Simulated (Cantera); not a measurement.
Feed: 1 mol PbO, 0.55 mol CH₄, 16 mol H₂, 3 mol CO, held at 0.100 bar.

Cantera equilibrium calculation (NASA polynomials, part measured and part estimated; ideal gas, pure solids and liquids). Candidate condensed phases: C, C₆H₆, C₇H₈, C₈H₁₈, H₂O, Pb, PbO, PbO₂, Pb₃O₄; 113 gas species. Kinetics and transport are ignored. All values below are at 1073 K.

Base state: H₂ 0.809, CO 0.168, H₂O 0.0180, CO₂ 0.00404, Pb 0.000731, CH₄ 0.000294 (mole fractions); condensed: Pb(l).

Question: What changes in the equilibrium state with this change: H₂ from 16 to 8.9 mol?

Answer: 
| species | before | after |
|---|---|---|
| H₂ | 0.809 | 0.713 |
| CO | 0.168 | 0.252 |
| H₂O | 0.0180 | 0.0242 |
| Pb | 0.000731 | 0.000731 |
| CO₂ | 0.00404 | 0.00926 |
| CH₄ | 0.000294 | 0.000226 |
| Pb(l), mol | 0.985 | 0.990 |
